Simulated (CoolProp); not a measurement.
Acetone along the isobar 0.712 MPa: fugacity coefficient from the reference equation and from simpler models built on Tc = 235.0 °C, pc = 4.692 MPa, ω = 0.307; each cubic takes its own stable root.

Values from CoolProp's reference Helmholtz-energy equation of state, Lemmon 2006. It is a short technical equation, of lower accuracy than the large ones.

| T (°C) | phase | reference | van der Waals | Soave-Redlich-Kwong | Peng-Robinson |
|---|---|---|---|---|---|
| 170.25 | gas | 0.9032 | 0.9378 | 0.9196 | 0.9136 |
| 183.55 | gas | 0.9133 | 0.9420 | 0.9269 | 0.9210 |
| 196.85 | gas | 0.9220 | 0.9459 | 0.9334 | 0.9276 |
| 210.25 | gas | 0.9295 | 0.9494 | 0.9393 | 0.9336 |
| 223.55 | gas | 0.9361 | 0.9526 | 0.9446 | 0.9390 |
| 236.85 | gas | 0.9418 | 0.9555 | 0.9494 | 0.9440 |
| 250.15 | gas | 0.9468 | 0.9582 | 0.9538 | 0.9484 |
| 263.55 | gas | 0.9513 | 0.9607 | 0.9577 | 0.9525 |
| 276.85 | gas | 0.9553 | 0.9630 | 0.9613 | 0.9562 |
